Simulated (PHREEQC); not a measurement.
Consider water at 20 °C with 95 mmol/kgw ZnCl2 and 0.096 mmol/kgw MnSO4. Closed to the air; pH follows from the charge balance.

The numbers come from PHREEQC with the ion-association model, wateq4f.dat.

This is a speciation only: nothing precipitates in the calculation.

**Question.** Order these Zn species by the share of Zn that they hold, largest first: ZnCl3-, ZnCl+, ZnCl2, Zn+2.

**Answer.** Zn+2 (89 %), ZnCl+ (10 %), ZnCl2 (0.85 %), ZnCl3- (0.17 %)

**Question.** Order these Cl species by the share of Cl that they hold, largest first: ZnCl2, ZnCl3-, Cl-, ZnCl+.

**Answer.** Cl- (94 %), ZnCl+ (5.1 %), ZnCl2 (0.85 %), ZnCl3- (0.26 %)

The pH is 5.00 and the ionic strength 0.263 mol/kgw. Species that the database lacks are ignored.
